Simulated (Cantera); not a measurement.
Source: NASA polynomial tables (part measured, part estimated), evaluated in Cantera. Values are per mole of reaction as written; species without (g) are pure solids or liquids, kept so even where they would boil at 1 bar.

2 H₂O(g) + Nb → 2 H₂(g) + NbO₂(g)

| T (K) | ΔH° (kJ) | ΔS° (J/K) | ΔG° (kJ) | log10 K |
|---|---|---|---|---|
| 2025 | ? | ? | ? | ? |
| 2125 | 286.4 | 131.0 | 8.0 | -0.20 |
| 2225 | 285.1 | 130.4 | -5.1 | 0.12 |
| 2325 | ? | ? | ? | ? |
| 2425 | 282.0 | 129.1 | -31.0 | 0.67 |

Task: Fill in the missing entries.

Result: 
- 2025, ΔH° (kJ): 287.6
- 2025, ΔS° (J/K): 131.6
- 2025, ΔG° (kJ): 21.1
- 2025, log10 K: -0.55
- 2325, ΔH° (kJ): 283.6
- 2325, ΔS° (J/K): 129.8
- 2325, ΔG° (kJ): -18.1
- 2325, log10 K: 0.41
